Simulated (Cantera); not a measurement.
# Adiabatic ignition

An adiabatic, constant-volume homogeneous reactor starts with CO : H2 : CH4 : O2 : N2 = 1 : 0.3 : 0.092 : 0.834 : 8.01 (molar parts), equivalence ratio 1.0, at 1623 K and 38000 Pa.

Model: GRI-Mech 3.0 (53 species, 325 reactions), integrated in Cantera.

| t (s) | T (K) | P (bar) | x CO | x H2 | x CH4 | x OH | x H2O2 |
|---|---|---|---|---|---|---|---|
| 8.00e-6 | 1623 | 0.380 | 0.0977 | 0.0293 | 0.00899 | 1.65e-7 | 7.94e-10 |
| 1.86e-5 | 1623 | 0.380 | 0.0977 | 0.0293 | 0.00899 | 7.62e-7 | 2.44e-9 |
| 4.33e-5 | 1623 | 0.380 | 0.0977 | 0.0293 | 0.00895 | 1.02e-5 | 6.17e-9 |
| 0.000101 | 1728 | 0.406 | 0.0995 | 0.0224 | 0.00244 | 0.00236 | 1.90e-7 |
| 0.000234 | 1921 | 0.450 | 0.0609 | 0.00703 | <1e-12 | 0.00727 | 7.52e-8 |
| 0.000544 | 2077 | 0.482 | 0.0581 | 0.00676 | <1e-12 | 0.00825 | 4.75e-8 |
| 0.00126 | 2277 | 0.522 | 0.0529 | 0.00569 | <1e-12 | 0.00867 | 2.88e-8 |
| 0.00294 | 2465 | 0.559 | 0.0444 | 0.00425 | <1e-12 | 0.00790 | 2.51e-8 |
| 0.00684 | 2555 | 0.576 | 0.0389 | 0.00347 | <1e-12 | 0.00695 | 3.13e-8 |
| 0.0159 | 2558 | 0.576 | 0.0384 | 0.00343 | <1e-12 | 0.00665 | 3.10e-8 |
| 0.0370 | 2555 | 0.575 | 0.0385 | 0.00345 | <1e-12 | 0.00655 | 3.03e-8 |
| 0.0860 | 2555 | 0.575 | 0.0385 | 0.00345 | <1e-12 | 0.00654 | 3.03e-8 |
| 0.200 | 2555 | 0.575 | 0.0385 | 0.00345 | <1e-12 | 0.00654 | 3.03e-8 |
x: mole fraction; the columns are a selection and need not sum to one.

```
Quantity                                                            Result
---------------------------------  ---------------------------------------
time of steepest temperature rise                                 0.101 ms
temperature at 0.200 s                                              2555 K
equilibrium temperature                                             2555 K
x(CO) at 0.200 s                     0.0385 (gas-phase equilibrium 0.0385)
x(H2) at 0.200 s                   0.00345 (gas-phase equilibrium 0.00345)
x(CH4) at 0.200 s                    <1e-12 (gas-phase equilibrium <1e-12)
```
